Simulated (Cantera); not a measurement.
A perfectly stirred reactor is fed with 4.32 % CH4, 0.648 % C2H6, 1.12 % C3H8, 19.6 % O2, 68.7 % N2, 5.61 % CO2, equivalence ratio 0.84, at 3750 Torr; it is adiabatic with a 748 K inlet, and is followed from long to short residence time, starting on the burning branch (τ in s: 0.038, 0.018, 0.0083, 0.0039, 0.0018, 0.00085, 0.00039, 0.00018, 8.6e-05, 4e-05).

Model: GRI-Mech 3.0 (53 species, 325 reactions), integrated in Cantera.

x: mole fraction; the columns are a selection and need not sum to one.

```json
[
 {"τ (s)": "0.038", "T (K)": "2329", "x CH4": "?", "x C2H6": "1.52e-8", "x C3H8": "3.26e-8", "x HCO": "1.05e-8", "x H": "0.000163", "x H2O": "0.145", "x NO2": "2.95e-6"},
 {"τ (s)": "0.018", "T (K)": "2328", "x CH4": "?", "x C2H6": "3.16e-8", "x C3H8": "6.75e-8", "x HCO": "2.14e-8", "x H": "0.000174", "x H2O": "0.145", "x NO2": "2.07e-6"},
 {"τ (s)": "0.0083", "T (K)": "2325", "x CH4": "?", "x C2H6": "6.75e-8", "x C3H8": "1.43e-7", "x HCO": "4.59e-8", "x H": "0.000195", "x H2O": "0.144", "x NO2": "1.33e-6"},
 {"τ (s)": "0.0039", "T (K)": "2318", "x CH4": "?", "x C2H6": "1.41e-7", "x C3H8": "2.93e-7", "x HCO": "9.75e-8", "x H": "0.000239", "x H2O": "0.144", "x NO2": "8.41e-7"},
 {"τ (s)": "0.0018", "T (K)": "2303", "x CH4": "?", "x C2H6": "2.97e-7", "x C3H8": "5.97e-7", "x HCO": "2.12e-7", "x H": "0.000327", "x H2O": "0.143", "x NO2": "5.43e-7"},
 {"τ (s)": "0.00085", "T (K)": "2278", "x CH4": "?", "x C2H6": "6.03e-7", "x C3H8": "1.16e-6", "x HCO": "4.53e-7", "x H": "0.000492", "x H2O": "0.142", "x NO2": "3.65e-7"},
 {"τ (s)": "0.00039", "T (K)": "2241", "x CH4": "?", "x C2H6": "1.24e-6", "x C3H8": "2.23e-6", "x HCO": "1.00e-6", "x H": "0.000795", "x H2O": "0.140", "x NO2": "2.40e-7"},
 {"τ (s)": "0.00018", "T (K)": "2193", "x CH4": "?", "x C2H6": "2.50e-6", "x C3H8": "4.23e-6", "x HCO": "2.20e-6", "x H": "0.00128", "x H2O": "0.138", "x NO2": "1.54e-7"},
 {"τ (s)": "8.6e-5", "T (K)": "2135", "x CH4": "?", "x C2H6": "4.96e-6", "x C3H8": "7.92e-6", "x HCO": "4.66e-6", "x H": "0.00192", "x H2O": "0.136", "x NO2": "9.89e-8"},
 {"τ (s)": "4.0e-5", "T (K)": "2063", "x CH4": "?", "x C2H6": "1.06e-5", "x C3H8": "1.62e-5", "x HCO": "1.01e-5", "x H": "0.00270", "x H2O": "0.133", "x NO2": "6.14e-8"}
]
```

**Question.** Fill in the missing entries.

**Answer.** 
- 0.038, x CH4: 8.34e-7
- 0.018, x CH4: 1.70e-6
- 0.0083, x CH4: 3.50e-6
- 0.0039, x CH4: 6.86e-6
- 0.0018, x CH4: 1.31e-5
- 0.00085, x CH4: 2.35e-5
- 0.00039, x CH4: 4.24e-5
- 0.00018, x CH4: 7.72e-5
- 8.6e-5, x CH4: 0.000143
- 4.0e-5, x CH4: 0.000296
